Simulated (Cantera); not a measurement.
Input: 1 mol SiH2Cl2, 0.0043 mol C3H8, 140 mol H2, equilibrated at 1075 K and 90.0 mbar.

These are equilibrium values from Cantera (NASA tables, ideal gas, pure condensed phases), not measurements of a reactor. Candidate condensed phases: C, C6H6, C7H8, C8H18, Si, SiC; 109 gas species. Mutual solubility and eutectic melting of coexisting phases are not modelled. The tables' values for SiCl3 are old estimates; treat these amounts as uncertain. Equilibrium is a limit: real reactors are often held back by kinetics, nucleation or transport.

What is the equilibrium state?


```json
{
 "x(H2)": "0.989",
 "x(HCl)": "0.0101",
 "x(SiHCl3)": "0.000513",
 "x(SiCl4)": "0.000422",
 "x(SiCl2)": "0.000202",
 "x(SiCl3)": "7.33e-5",
 "x(SiH2Cl2)": "7.29e-5",
 "x(CH4)": "2.85e-6",
 "x(SiH3Cl)": "2.73e-6",
 "n(Si(s))": "0.805 mol",
 "n(SiC(s))": "0.0125 mol",
 "gas_amount": "141.9 mol",
 "log10 activity of C(graphite) (absent)": "-3.14"
}
```
